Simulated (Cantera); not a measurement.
Input: 1 mol Si, a varied amount of HBr, equilibrated at 975 K and 2.50 mbar.

Method: chemical equilibrium by Gibbs-energy minimisation in Cantera with the NASA 1993 tables (ideal gas, pure condensed phases). Candidate condensed phases: Br2, Si; 19 gas species. The numbers say what is thermodynamically allowed, not how fast it happens.

Which condensed phases are stable at each of these points (n(HBr) (mol)): 1.9, 2.2, 2.6, 3.1, 3.6, 4.3, 5.1, 6, 7.1, 8.4, 9.9?


| n(HBr) (mol) | condensed phases | Si condensed (%) |
|---|---|---|
| 1.9 | Si(s) | 54.3 |
| 2.2 | Si(s) | 47.1 |
| 2.6 | Si(s) | 37.5 |
| 3.1 | Si(s) | 25.5 |
| 3.6 | Si(s) | 13.5 |
| 4.3 | gas only | 0.0 |
| 5.1 | gas only | 0.0 |
| 6 | gas only | 0.0 |
| 7.1 | gas only | 0.0 |
| 8.4 | gas only | 0.0 |
| 9.9 | gas only | 0.0 |

From 1.9 mol HBr to 3.6 mol HBr the condensed part is Si(s). From 4.3 mol HBr to 9.9 mol HBr nothing is condensed.
